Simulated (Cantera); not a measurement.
## Thermodynamics of aluminium and copper etching, feed Cu + F2 + N2

Charge: 1 mol Cu, 6.1 mol F2, 25 mol N2, equilibrated at 34.0 Pa.

Method: chemical equilibrium by Gibbs-energy minimisation in Cantera with the NASA 1993 tables (ideal gas, pure condensed phases). Candidate condensed phases: Cu, CuF2; 11 gas species. Kinetics and transport are ignored.

```tsv
T (°C)	x N2	x F	x F2	x CuF2	x NF3	n CuF2(s)
575	0.746	0.203	0.0505	0.000143	2.23e-5	0.995
625	0.725	0.253	0.0214	0.00109	2.16e-6	0.962
675	0.711	0.274	0.00788	0.00662	1.92e-7	0.767
725	0.693	0.277	0.00282	0.0277	1.78e-8	0
775	0.691	0.280	0.00111	0.0277	2.11e-9	0
825	0.691	0.281	0.000474	0.0276	2.99e-10	0
875	0.691	0.281	0.000216	0.0276	4.99e-11	0
```
x: gas mole fraction; n: condensed amount in mol.

From 575 °C to 675 °C the condensed part is CuF2(s). From 725 °C to 875 °C nothing is condensed. The main Cu-bearing gas is CuF2 throughout.
